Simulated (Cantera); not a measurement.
Feed: 1 mol Cr, 0.11 mol NH₃, 220 mol H₂, at 1552 °C and 17.0 mbar.

These are equilibrium values from Cantera (NASA tables, ideal gas, pure condensed phases), not measurements of a reactor. Candidate condensed phases: Cr, CrN, Cr₂N; 11 gas species. The numbers say what is thermodynamically allowed, not how fast it happens.

Problem. What is the equilibrium state?

Solution. 
| Quantity | Result |
|---|---|
| x(H₂) | 0.992 |
| x(Cr) | 0.00451 |
| x(H) | 0.00336 |
| x(N₂) | 0.000248 |
| gas amount | 221.6 mol |
| log10 activity of Cr(s) (absent) | -0.23 |
| log10 activity of Cr₂N(s) (absent) | -3.21 |
